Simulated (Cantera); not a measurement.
An isothermal, constant-pressure homogeneous reactor starts with C2H6 : N2 = 1 : 44 (molar parts), at 1725 K and 100.0 Torr. Integrator tolerance rtol = 1e-08.

Model: GRI-Mech 3.0 (53 species, 325 reactions), integrated in Cantera. GRI-Mech 3.0 stops at C3 and has no aromatics, soot or wall deposition, so with more carbon than oxygen in the feed, carbon stays in small species such as C2H2 where larger ones or solid carbon would form.

What does this change do: 2.2 parts H2O added?


```tsv
quantity	before	after
x(C2H6) at 10.0 s	1.26e-10 (gas-phase equilibrium 9.60e-12)	1.50e-8 (gas-phase equilibrium <1e-12)
x(C2H4) at 10.0 s	4.80e-6 (gas-phase equilibrium 8.68e-7)	1.76e-6 (gas-phase equilibrium <1e-12)
x(CH3) at 10.0 s	1.50e-6 (gas-phase equilibrium 3.76e-7)	1.80e-5 (gas-phase equilibrium 2.51e-12)
x(CH2) at 10.0 s	3.92e-9 (gas-phase equilibrium 9.86e-10)	3.40e-8 (gas-phase equilibrium <1e-12)
x(C2H2) at 10.0 s	0.0212 (gas-phase equilibrium 0.00384)	0.00307 (gas-phase equilibrium <1e-12)
```
